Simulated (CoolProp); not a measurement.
Computed with CoolProp (reference Helmholtz-energy equation of state, McLinden 2015).

Problem. Give the vapour pressure (MPa), vapour density (kg/m³), liquid cp (kJ/(kg K)) of saturated the fluoroketone C6F12O (FK-5-1-12) at 41.05, 130.25 °C.

Solution. 
| T (°C) | p (MPa) | vapour density (kg/m³) | liquid cp (kJ/(kg K)) |
|---|---|---|---|
| 41.05 | 0.0761 | 9.72 | 1.11 |
| 130.25 | 0.886 | 120 | 1.30 |
